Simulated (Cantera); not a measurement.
An isothermal, constant-pressure homogeneous reactor starts with 0.995 % CO, 8.50 % O₂, 0.0244 % H₂O, 90.5 % N₂, equivalence ratio 0.059, at 1425 K and 2.00 bar.

Cantera simulation using GRI-Mech 3.0 (53 species, 325 reactions); the numbers are that mechanism's predictions, not measurements.

One state of this run: x CO = 0.00831; x O₂ = 0.0839; x H₂O = 0.000216; x H = 8.74e-6; x OH = 4.21e-5. x: mole fraction; the columns are a selection and need not sum to one.

### Question
Which value of t (s) does it belong to?
(A) 4.00e-6
(B) 0.0634
(C) 0.00252
(D) 0.318

### Answer
C, 0.00252
